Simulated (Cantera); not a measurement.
Input: 1 mol C, 0.71 mol H₂O, at 1275 °C and 4.00 bar.

These are equilibrium values from Cantera (NASA tables, ideal gas, pure condensed phases), not measurements of a reactor. Candidate condensed phases: C, C₆H₆, C₇H₈, C₈H₁₈, H₂O; 110 gas species. Kinetics and transport are ignored.

Base state: CO 0.500, H₂ 0.497, CH₄ 0.00202, H₂O 0.00122, CO₂ 0.000440, H 1.08e-5 (mole fractions); condensed: C(graphite).

Task: What changes in the equilibrium state with this change: temperature from 1275 °C to 1150 °C?

Result: 
| species | before | after |
|---|---|---|
| CO | 0.500 | 0.498 |
| H₂ | 0.497 | 0.494 |
| CH₄ | 0.00202 | 0.00371 |
| H₂O | 0.00122 | 0.00303 |
| H | 1.08e-5 | 2.34e-6 |
| CO₂ | 0.000440 | 0.00135 |
| C(graphite), mol | 0.289 | 0.291 |
